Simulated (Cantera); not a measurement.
A perfectly stirred reactor is fed with CH₄ : H₂ = 1 : 18 (molar parts), at 0.330 bar; it is held at 1600 K, and followed from long to short residence time.

Computed with Cantera and GRI-Mech 3.0 (53 species, 325 reactions). GRI-Mech 3.0 stops at C3 and has no aromatics, soot or wall deposition, so with more carbon than oxygen in the feed, carbon stays in small species such as C2H2 where larger ones or solid carbon would form.

Task: What does this change do: temperature 1600 to 1025 K?

Result: 
| quantity | before | after |
|---|---|---|
| x(CH₄) at τ = 1.00 s | 0.0339 | 0.0526 |
| x(H₂) at τ = 1.00 s | 0.957 | 0.947 |
| x(C₂H₂) at τ = 1.00 s | 0.00853 | <1e-12 |
| x(CH₂) at τ = 1.00 s | 5.23e-9 | <1e-12 |
| x(C₂H₆) at τ = 1.00 s | 2.98e-6 | 2.69e-10 |
| x(CH₄) at τ = 14.0 ms | 0.0520 | 0.0526 |
| x(H₂) at τ = 14.0 ms | 0.948 | 0.947 |
| x(C₂H₂) at τ = 14.0 ms | 0.000195 | <1e-12 |
| x(CH₂) at τ = 14.0 ms | 6.74e-9 | <1e-12 |
| x(C₂H₆) at τ = 14.0 ms | 5.72e-6 | <1e-12 |

Task: What does this change do: pressure from 0.330 bar to 0.220 bar?

Result: 
| quantity | before | after |
|---|---|---|
| x(CH₄) at τ = 1.00 s | 0.0339 | 0.0348 |
| x(H₂) at τ = 1.00 s | 0.957 | 0.957 |
| x(C₂H₂) at τ = 1.00 s | 0.00853 | 0.00819 |
| x(CH₂) at τ = 1.00 s | 5.23e-9 | 7.76e-9 |
| x(C₂H₆) at τ = 1.00 s | 2.98e-6 | 2.94e-6 |
| x(CH₄) at τ = 14.0 ms | 0.0520 | 0.0521 |
| x(H₂) at τ = 14.0 ms | 0.948 | 0.948 |
| x(C₂H₂) at τ = 14.0 ms | 0.000195 | 0.000149 |
| x(CH₂) at τ = 14.0 ms | 6.74e-9 | 9.08e-9 |
| x(C₂H₆) at τ = 14.0 ms | 5.72e-6 | 5.26e-6 |
